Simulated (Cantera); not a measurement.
Input (Python, Cantera) and output of one run.

```python
import numpy as np
import cantera as ct

gas_names = [...]  # 109 gases of nasa_gas.yaml made of C, Cl, H, Si
cond_names = """
    C(gr) C6H6(L) C7H8(L) C8H18(L),n-octa Si(cr) Si(L) SiC(b)
""".split()


# ... load() reads the species with a 1 bar reference pressure and builds the phases ...
atoms = {
    'SiH2Cl2': {'Si': 1, 'H': 2, 'CL': 2},
    'C2H4': {'C': 2, 'H': 4},
    'H2': {'H': 2},
    'C3H8': {'C': 3, 'H': 8},
}
top_T = {'C(gr)': 4500, 'SiC(b)': 3050}  # K; cautious upper limits of use, not melting points


# ... equilibrate(T, P, feed) seeds the gas with the atoms and calls Mixture.equilibrate('TP', solver="vcs", rtol=1e-11, max_steps=5000) ...
results = []
T = 2498.15  # K
P = 230  # Pa
for m in [1.6, 2.2, 3.1, 4.3, 6.1, 8.5, 12, 16, 23]:
    feed = {'SiH2Cl2': 1, 'C2H4': 0.03, 'H2': m, 'C3H8': 0.12}  # mol
    mix = equilibrate(T, P, feed)
    results.append((T, P, feed, dict(zip(mix.species_names, mix.species_moles))))

top = {s: max(r[3][s] / sum(r[3][g] for g in gas_names) for r in results) for s in gas_names}
cols = sorted((s for s in top if top[s] > 1e-06), key=lambda s: -top[s])[:7]
seen = [c for c in cond_names if any(r[3].get(c, 0) > 1e-12 for r in results)]
print("log10 of partial pressures in bar; condensed amounts in mol")
print(f"{'n(H2)':>10s}" + "".join(f"{s[:9]:>10s}" for s in cols + seen))
for T, P, feed, n in results:
    ng = sum(n[g] for g in gas_names)
    print(f"{feed['H2']:10.4g}" + "".join(f"{np.log10(max(n[s] / ng * P / 1e5, 1e-99)):10.3f}" for s in cols)
          + "".join(f"{n.get(c, 0):10.4g}" for c in seen))
```

Result:

```
log10 of partial pressures in bar; condensed amounts in mol
     n(H2)        H2         H       HCL        CL        Si      SiC2     SiCL2     C(gr)
       1.6    -3.200    -3.203    -3.401    -3.554    -3.606    -4.194    -4.708   0.00451
       2.2    -3.155    -3.181    -3.435    -3.611    -3.643    -4.247    -4.860         0
       3.1    -3.106    -3.156    -3.484    -3.685    -3.694    -4.323    -5.057         0
       4.3    -3.062    -3.134    -3.544    -3.767    -3.753    -4.411    -5.281         0
       6.1    -3.020    -3.113    -3.623    -3.867    -3.829    -4.524    -5.557         0
       8.5    -2.985    -3.096    -3.711    -3.972    -3.913    -4.649    -5.851         0
        12    -2.955    -3.081    -3.815    -4.091    -4.012    -4.797    -6.187         0
        16    -2.935    -3.071    -3.909    -4.196    -4.101    -4.935    -6.487         0
        23    -2.915    -3.061    -4.038    -4.334    -4.222    -5.128    -6.885         0
```

These are equilibrium values from Cantera (NASA tables, ideal gas, pure condensed phases), not measurements of a reactor. The tables' values for SiCl are old estimates; treat these amounts as uncertain. Gases not in the tables: Si2H6 and higher silanes.
